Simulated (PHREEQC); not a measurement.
Consider water at 20 °C with 0.0064 mol/kgw H2SO4 and 0.00034 mol/kgw CaSO4. Closed to the air; pH follows from the charge balance.

Model: Pitzer model, pitzer.dat, run in PHREEQC.

Precipitation was switched off in this run.

Task: Predict the pH, specific conductance, ionic strength.

Result: pH 2.04; specific conductance 3670 µS/cm; ionic strength 0.0160 mol/kgw.

Task: In which forms is S present?

Result: SO4-2 67 %, HSO4- 33 % of the S.

Complexes and solids missing from the database can't appear.
